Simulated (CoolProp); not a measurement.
Isobutane at 298.15 K and 1.05 MPa is throttled through a valve to 0.718 MPa with no heat exchange. Each further row changes one setting.

Model: reference Helmholtz-energy equation of state, Bücker 2006, in CoolProp.

```tsv
case	temperature change (K)	final phase	final density (kg/m³)
as stated	+0.1	liquid	551
outlet pressure 0.215 MPa	-15.8	two-phase, vapour fraction 0.110	48.1
outlet pressure 0.933 MPa	+0.0	liquid	552
```
